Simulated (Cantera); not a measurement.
An isothermal, constant-pressure homogeneous reactor starts with NO : N₂ = 1.9 : 1.6 (molar parts), at 1898 K and 24.0 Torr.

Cantera simulation using GRI-Mech 3.0 (53 species, 325 reactions); the numbers are that mechanism's predictions, not measurements. Radical loss at walls, strong at low pressure, is not modelled.

Q: Predict: x(NO) at 40.0 s; x(N₂O) at 40.0 s; x(O) at 40.0 s; x(O₂) at 40.0 s; x(NO₂) at 40.0 s; x(N₂) at 40.0 s.

A: 
```
Property                                              Value
----------------  -----------------------------------------
x(NO) at 40.0 s       0.111 (gas-phase equilibrium 0.00620)
x(N₂O) at 40.0 s    3.46e-6 (gas-phase equilibrium 6.04e-8)
x(O) at 40.0 s    0.000773 (gas-phase equilibrium 0.000853)
x(O₂) at 40.0 s         0.216 (gas-phase equilibrium 0.268)
x(NO₂) at 40.0 s    4.12e-5 (gas-phase equilibrium 2.58e-6)
x(N₂) at 40.0 s         0.673 (gas-phase equilibrium 0.725)
```
